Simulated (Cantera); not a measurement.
Charge: 1 mol Fe(CO)5, 0.32 mol H2, 0.13 mol O2, held at 950 °C and 0.100 bar.

These are equilibrium values from Cantera (NASA tables, ideal gas, pure condensed phases), not measurements of a reactor. Candidate condensed phases: C, C6H6, C7H8, C8H18, Fe, Fe(CO)5, FeO, Fe(OH)2, Fe(OH)3, Fe2O3, Fe3O4, H2O; 114 gas species. Kinetics and transport are ignored.

Base state: CO 0.895, H2 0.0561, CO2 0.0448, H2O 0.00410 (mole fractions); condensed: Fe(γ).

### Question
What changes in the equilibrium state with this change: temperature from 950 °C to 1152 °C?

### Answer
| species | before | after |
|---|---|---|
| CO | 0.895 | 0.897 |
| H2 | 0.0561 | 0.0542 |
| CO2 | 0.0448 | 0.0430 |
| H2O | 0.00410 | 0.00591 |
| Fe(γ), mol | 1.00 | 1.000 |
